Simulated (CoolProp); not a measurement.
The fluid at 244.89 K and 1.09 MPa flows at 0.13 m/s in a round tube of 100 mm bore and 1.5 µm roughness, fully developed (64/Re and Nu = 3.66 if laminar; Colebrook and Gnielinski if turbulent). The same conditions are run with several fluids, on thermodynamics alone (safety and materials aside).

Values from CoolProp's reference Helmholtz-energy equation of state of each fluid (R125: Lemmon 2005; sulfur hexafluoride: Guder 2009; R410A: Lemmon 2003; R227EA: Lemmon 2016; R152A: Outcalt 1996). Blends and air are pseudo-pure fits.

| fluid | Reynolds number | Darcy friction factor | pressure drop (Pa/m) | heat-transfer coefficient (W/(m² K)) | mass flow (kg/h) |
|---|---|---|---|---|---|
| R125 | 60700 | 0.0201 | [?] | 261 | [?] |
| sulfur hexafluoride | 75400 | 0.0192 | 2.82 | 255 | 6390 |
| R410A | [?] | 0.0194 | 2.10 | 350 | 4690 |
| R227EA | 41400 | 0.0218 | 2.93 | 207 | 5840 |
| R152A | [?] | [?] | 1.88 | [?] | [?] |

### Question
Complete the blanks.

### Answer

- R125, pressure drop (Pa/m): 2.45
- R125, mass flow (kg/h): 5300
- R410A, Reynolds number: 70700
- R152A, Reynolds number: 42300
- R152A, Darcy friction factor: 0.0217
- R152A, heat-transfer coefficient (W/(m² K)): 283
- R152A, mass flow (kg/h): 3760

Transport values come from each fluid's own correlations; those of R227EA, R152A are estimates that may be off by 10 % or more.
